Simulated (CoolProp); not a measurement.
Vapour-liquid equilibrium of R143a (1) + R1234yf (2) at 193 K; x and y are mole fractions of (1).

Values from CoolProp's multi-fluid Helmholtz-energy mixture model, Lemmon and Jacobsen 2000 and Lemmon 2022; pair parameters Bell 2016.

Task: Give the bubble pressure and the first vapour's composition at x = 0.05, 0.45, 0.75. Is there an azeotrope?

Result: x = 0.05: 0.006008 MPa, y = 0.150; x = 0.45: 0.01037 MPa, y = 0.703; x = 0.75: 0.01323 MPa, y = 0.888. No azeotrope shows between x = 0.05 and 0.95.

Pair parameters are fitted to limited data, so mixtures are less certain than the pure fluids.
